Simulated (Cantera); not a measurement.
A closed system holds: 1 mol V2O5, a varied amount of H2, 81 mol N2, equilibrated at 1575 °C and 310000 Pa.

These are equilibrium values from Cantera (NASA tables, ideal gas, pure condensed phases), not measurements of a reactor. Candidate condensed phases: H2O, V, VN, VO, V2O3, V2O4, V2O5; 28 gas species. Mutual solubility and eutectic melting of coexisting phases are not modelled. VN, VO: taken at fixed stoichiometry. Condensed phases not in the tables: solid solutions among these carbides, nitrides and lower oxides, V2N. Rates play no part.

x: gas mole fraction; n: condensed amount in mol.

| n(H2) (mol) | x H2 | x N2 | x H2O | x H | x NH3 | x OH | x VO2 | n VO(s) | n VN(s) |
|---|---|---|---|---|---|---|---|---|---|
| 330 | 0.795 | 0.197 | 0.00730 | 0.000269 | 2.58e-5 | 1.81e-7 | 1.75e-7 | 2.00 | 0 |
| 390 | 0.821 | 0.172 | 0.00637 | 0.000273 | 2.53e-5 | 1.56e-7 | 1.48e-7 | 2.00 | 0 |
| 450 | 0.842 | (withheld) | 0.00565 | 0.000276 | 2.47e-5 | 1.36e-7 | 1.28e-7 | 2.00 | 0 |
| 530 | 0.862 | 0.132 | 0.00532 | 0.000280 | 2.39e-5 | 1.27e-7 | 1.18e-7 | 1.75 | 0.248 |
| 620 | 0.879 | 0.115 | 0.00506 | 0.000282 | 2.30e-5 | 1.20e-7 | 1.10e-7 | 1.45 | 0.546 |
| 720 | 0.894 | 0.101 | 0.00481 | 0.000285 | 2.20e-5 | 1.13e-7 | 1.02e-7 | 1.15 | 0.851 |
| 850 | 0.909 | 0.0864 | 0.00453 | 0.000287 | 2.09e-5 | 1.05e-7 | 9.49e-8 | 0.786 | 1.21 |
| 990 | 0.920 | (withheld) | 0.00427 | 0.000289 | 1.98e-5 | 9.86e-8 | 8.84e-8 | (withheld) | (withheld) |
| 1200 | 0.933 | 0.0625 | 0.00391 | 0.000291 | 1.85e-5 | 8.95e-8 | 7.87e-8 | 0 | 2.00 |
| 1300 | 0.938 | 0.0580 | 0.00362 | 0.000292 | 1.80e-5 | 8.28e-8 | 6.96e-8 | 0 | 2.00 |
| 1600 | 0.949 | 0.0476 | 0.00298 | 0.000293 | 1.66e-5 | 6.77e-8 | 5.06e-8 | 0 | 2.00 |
| 1800 | 0.954 | 0.0425 | 0.00266 | 0.000294 | 1.58e-5 | 6.03e-8 | 4.23e-8 | 0 | 2.00 |

**Question.** Fill in the missing entries.

**Answer.** 
- 450, x N2: 0.153
- 990, x N2: 0.0749
- 990, n VO(s): 0.428
- 990, n VN(s): 1.57
